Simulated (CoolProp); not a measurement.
Cyclopropane at 354.81 K and 0.868 MPa is compressed adiabatically to 1.55 MPa with isentropic efficiency 0.7. Each further row changes one setting.

The numbers come from the reference Helmholtz-energy equation of state, Polt 1992 in CoolProp. This equation is an older, rougher fit.

```
case             work (kJ/kg)  final temperature (K)  final density (kg/m³)
---------------  ------------  ---------------------  ---------------------
as stated                54.4                  391.5                   22.5
efficiency 1             38.1                  383.3                   23.2
efficiency 0.65          58.6                  393.6                   22.3
```
